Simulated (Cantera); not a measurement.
Input: 1 mol BF3, 2.9 mol NH3, 130 mol N2, 1.2 mol H2O, at 1348 K and 64.0 Pa.

Method: chemical equilibrium by Gibbs-energy minimisation in Cantera with the NASA 1993 tables (ideal gas, pure condensed phases). Candidate condensed phases: B, BN, B2O3, B3O3H3, H2O; 62 gas species. The numbers say what is thermodynamically allowed, not how fast it happens.

Base state: N2 0.946, H2 0.0313, HF 0.0145, BOF 0.00694, H2O 0.00130, HBO2 0.000196, BF3 5.38e-5, H 1.62e-5 (mole fractions); condensed: gas only.

**Question.** What changes in the equilibrium state with this change: temperature from 1348 K to 2100 K?

**Answer.** 
| species | before | after |
|---|---|---|
| N2 | 0.946 | 0.937 |
| H2 | 0.0313 | 0.0218 |
| H | 1.62e-5 | 0.0182 |
| HF | 0.0145 | 0.0148 |
| BOF | 0.00694 | 0.00654 |
| O | <1e-9 | 6.03e-5 |
| NO | <1e-9 | 2.60e-5 |
| BO | 1.55e-8 | 0.000340 |
